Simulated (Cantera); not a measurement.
A freely propagating, adiabatic, planar premixed flame of CH₄ : H₂ : O₂ : N₂ : H₂O = 1 : 0.34 : 3.19 : 12 : 1.4 (molar parts), equivalence ratio 0.68, unburnt at 425 K and 0.474 atm; mixture-averaged transport, grid criteria slope 0.08 and curve 0.16, no radiation.

Cantera simulation using GRI-Mech 3.0 (53 species, 325 reactions); the numbers are that mechanism's predictions, not measurements. Burning velocities carry a grid error of a few per cent, more on coarse grids.

Question: Predict: laminar burning velocity; thermal thickness; peak x(C₂H₂); peak x(HO₂).

Answer: 
```json
{
 "laminar_burning_velocity": "40.0 cm/s",
 "thermal_thickness": "1.14 mm",
 "peak x(C₂H₂)": "5.63e-6",
 "peak x(HO₂)": "0.000126"
}
```
